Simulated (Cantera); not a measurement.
Input (Python, Cantera) and output of one run.

```python
import numpy as np
import cantera as ct

gas_names = """
    CL CL2 H HCL H2 Si SiCL SiCL2 SiCL3 SiCL4 SiH SiHCL3 SiH2 SiH2CL2 SiH3 SiH3CL SiH4 Si2 Si3
""".split()
cond_names = """
    Si(cr) Si(L)
""".split()


# ... load() reads the species with a 1 bar reference pressure and builds the phases ...
atoms = {
    'SiH2Cl2': {'Si': 1, 'H': 2, 'CL': 2},
    'H2': {'H': 2},
}
top_T = {}  # K; cautious upper limits of use, not melting points


# ... equilibrate(T, P, feed) seeds the gas with the atoms and calls Mixture.equilibrate('TP', solver="vcs", rtol=1e-11, max_steps=5000) ...
results = []
T = 1823.15  # K
P = 10000  # Pa
for m in [14, 19, 27, 37, 52, 73, 100, 140, 200, 270, 380]:
    feed = {'SiH2Cl2': 1, 'H2': m}  # mol
    mix = equilibrate(T, P, feed)
    results.append((T, P, feed, dict(zip(mix.species_names, mix.species_moles))))

top = {s: max(r[3][s] / sum(r[3][g] for g in gas_names) for r in results) for s in gas_names}
cols = sorted((s for s in top if top[s] > 1e-06), key=lambda s: -top[s])[:9]
seen = [c for c in cond_names if any(r[3].get(c, 0) > 1e-12 for r in results)]
print("log10 of partial pressures in bar; condensed amounts in mol")
print(f"{'n(H2)':>10s}" + "".join(f"{s[:9]:>10s}" for s in cols + seen))
for T, P, feed, n in results:
    ng = sum(n[g] for g in gas_names)
    print(f"{feed['H2']:10.4g}" + "".join(f"{np.log10(max(n[s] / ng * P / 1e5, 1e-99)):10.3f}" for s in cols)
          + "".join(f"{n.get(c, 0):10.4g}" for c in seen))
```

Output:

```
log10 of partial pressures in bar; condensed amounts in mol
     n(H2)        H2       HCL     SiCL2         H     SiCL3      SiCL        CL        Si      SiH2     Si(L)
        14    -1.048    -2.094    -2.664    -3.887    -4.575    -5.045    -5.051    -5.354    -5.502    0.6454
        19    -1.037    -2.180    -2.846    -3.881    -4.848    -5.137    -5.142    -5.354    -5.491    0.6939
        27    -1.028    -2.287    -3.071    -3.877    -5.185    -5.249    -5.254    -5.354    -5.482     0.747
        37    -1.021    -2.391    -3.284    -3.873    -5.505    -5.355    -5.361    -5.354    -5.475    0.7904
        52    -1.016    -2.509    -3.527    -3.871    -5.869    -5.477    -5.482    -5.354    -5.470    0.8315
        73    -1.012    -2.634    -3.779    -3.869    -6.247    -5.603    -5.608    -5.354    -5.466    0.8657
       100    -1.009    -2.753    -4.022    -3.867    -6.611    -5.724    -5.729    -5.354    -5.463     0.891
       140    -1.007    -2.886    -4.288    -3.866    -7.011    -5.857    -5.863    -5.354    -5.461    0.9112
       200    -1.005    -3.029    -4.578    -3.865    -7.445    -6.002    -6.007    -5.354    -5.459    0.9252
       270    -1.004    -3.153    -4.826    -3.865    -7.817    -6.126    -6.131    -5.354    -5.458    0.9313
       380    -1.003    -3.295    -5.111    -3.864    -8.246    -6.269    -6.274    -5.354    -5.457    0.9319
```

Cantera equilibrium calculation (NASA polynomials, part measured and part estimated; ideal gas, pure solids and liquids). The tables' values for SiCl3, SiCl are old estimates; treat these amounts as uncertain. Gases not in the tables: Si2H6 and higher silanes.
